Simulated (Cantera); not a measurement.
## Equilibrium for silicon nitride deposition: trisilylamine + NH₃ + H₂ + N₂

Charge: 1 mol trisilylamine, 0.3 mol NH₃, 0.73 mol H₂, 5.7 mol N₂, at 1000 Pa.

These are equilibrium values from Cantera (NASA tables, ideal gas, pure condensed phases), not measurements of a reactor. Candidate condensed phases: Si, Si₃N₄; 18 gas species. The feed counts by its element totals alone. The tables' values for SiN are old estimates; treat these amounts as uncertain. Gases not in the tables: Si₂H₆ and higher silanes. Kinetics and transport are ignored.

From 1123 K to 1723 K the condensed part is Si₃N₄(s). From 1798 K to 2023 K the condensed part is Si(l).

| T (K) | x H₂ | x N₂ | x H | x Si | x SiH | n Si₃N₄(s) | n Si(l) |
|---|---|---|---|---|---|---|---|
| 1123 | 0.566 | 0.434 | 3.20e-7 | <1e-12 | <1e-12 | 1.00 | 0 |
| 1198 | 0.566 | 0.434 | 1.43e-6 | <1e-12 | <1e-12 | 1.00 | 0 |
| 1273 | 0.566 | 0.434 | 5.37e-6 | 2.62e-12 | 1.91e-12 | 1.00 | 0 |
| 1348 | 0.566 | 0.434 | 1.74e-5 | 1.00e-10 | 4.85e-11 | 1.00 | 0 |
| 1423 | 0.566 | 0.434 | 5.00e-5 | 2.59e-9 | 8.74e-10 | 1.00 | 0 |
| 1498 | 0.566 | 0.434 | 0.000129 | 4.81e-8 | 1.17e-8 | 1.00 | 0 |
| 1573 | 0.566 | 0.434 | 0.000306 | 6.74e-7 | 1.22e-7 | 1.000 | 0 |
| 1648 | 0.566 | 0.434 | 0.000670 | 7.40e-6 | 1.02e-6 | 1.000 | 0 |
| 1723 | 0.565 | 0.433 | 0.00137 | 6.57e-5 | 7.10e-6 | 1.000 | 0 |
| 1798 | 0.470 | 0.527 | 0.00241 | 0.000308 | 2.43e-5 | 0 | 3.00 |
| 1873 | 0.468 | 0.526 | 0.00442 | 0.000882 | 5.62e-5 | 0 | 2.99 |
| 1948 | 0.465 | 0.524 | 0.00771 | 0.00232 | 0.000122 | 0 | 2.97 |
| 2023 | 0.460 | 0.521 | 0.0129 | 0.00569 | 0.000248 | 0 | 2.92 |
x: gas mole fraction; n: condensed amount in mol.
